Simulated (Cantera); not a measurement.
Input: 1 mol SiO2, 4.8 mol HF, 45 mol H2, equilibrated at 2.80 mbar.

Equilibrium computed with Cantera from the NASA thermochemical tables; the gas is ideal and each condensed phase is pure. Candidate condensed phases: H2O, Si, SiO2; 38 gas species. The tables hold silica as quartz up to 1696 K and as liquid above; real silica turns to tridymite and cristobalite and melts near 1996 K. Kinetics and transport are ignored.

### Question
What share of the Si ends up in condensed phases as a function of T (°C), at 377, 452, 527, 602, 677, 752, 827, 902?

### Answer
```tsv
T (°C)	Si condensed (%)	as
377	21.8	SiO2(α-quartz)
452	37.9	SiO2(α-quartz)
527	51.9	SiO2(α-quartz)
602	63.1	SiO2(β-quartz)
677	71.6	SiO2(β-quartz)
752	77.8	SiO2(β-quartz)
827	82.3	SiO2(β-quartz)
902	85.7	SiO2(β-quartz)
```
